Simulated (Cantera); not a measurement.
Mixture: 10.2 % CH4, 1.02 % C2H6, 13.3 % O2, 75.5 % N2, equivalence ratio 1.8, at 1.00 bar, adiabatic and at constant pressure. Ignition delay is the time to a rise of 400 K.

Detailed kinetics in Cantera: GRI-Mech 3.0 (53 species, 325 reactions).

**Question.** Predict: delay at 1000 K; delay at 1150 K; delay at 1300 K; delay at 1450 K; apparent activation energy between 1375 and 1525 K.

**Answer.** 
```
Property                                                 Value
--------------------------------------------------  ----------
delay at 1000 K                                        0.141 s
delay at 1150 K                                        18.0 ms
delay at 1300 K                                        3.69 ms
delay at 1450 K                                       0.800 ms
apparent activation energy between 1375 and 1525 K  170 kJ/mol
```
